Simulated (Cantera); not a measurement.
Premixed flame

A freely propagating, adiabatic, planar premixed flame of 43.1 % H2, 12.0 % O2, 44.9 % N2, unburnt at 573 K and 0.133 bar; multicomponent+Soret transport, grid criteria slope 0.08 and curve 0.16, no radiation.

Detailed kinetics in Cantera: the H2/O2 subset of GRI-Mech 3.0, which has no nitrogen chemistry. Burning velocities carry a grid error of a few per cent, more on coarse grids.

```csv
z (mm),T (K),u (m/s),x H2,x O2,x H2O2,x H2O,x HO2,x OH
-17.7,573,6.03,0.431,0.120,<1e-8,<1e-8,<1e-8,<1e-8
-11.8,573,6.03,0.431,0.120,<1e-8,<1e-8,<1e-8,<1e-8
-8.85,573,6.03,0.431,0.120,<1e-8,<1e-8,<1e-8,<1e-8
-5.90,573,6.03,0.431,0.120,<1e-8,8.32e-8,9.43e-7,<1e-8
-2.95,586,6.14,0.427,0.120,6.08e-7,0.000893,4.79e-5,3.62e-5
-1.47,725,7.46,0.397,0.116,5.03e-7,0.0136,2.98e-5,0.000266
0,1108,11.1,0.248,0.0632,3.06e-7,0.123,1.09e-5,0.00229
1.47,1353,13.5,0.149,0.00788,2.45e-7,0.229,1.31e-6,0.00415
2.95,1446,14.4,0.147,0.00323,2.20e-7,0.239,4.92e-7,0.00494
5.90,1558,15.4,0.155,0.00261,1.83e-7,0.241,3.51e-7,0.00599
11.8,1687,16.5,0.166,0.00213,1.21e-7,0.244,2.56e-7,0.00697
23.6,1825,17.7,0.176,0.00155,6.69e-8,0.248,1.76e-7,0.00750
47.2,1958,18.7,0.185,0.00101,3.48e-8,0.253,1.17e-7,0.00732
```
x: mole fraction of selected species; z is measured from the peak of heat release.

The laminar burning velocity is 603 cm/s. The thermal thickness is 5.90 mm, the peak x(H2O2) is 8.13e-7 and the peak x(HO2) comes out as 4.80e-5. The peak x(OH) is 0.00752 and the grid points is 137.
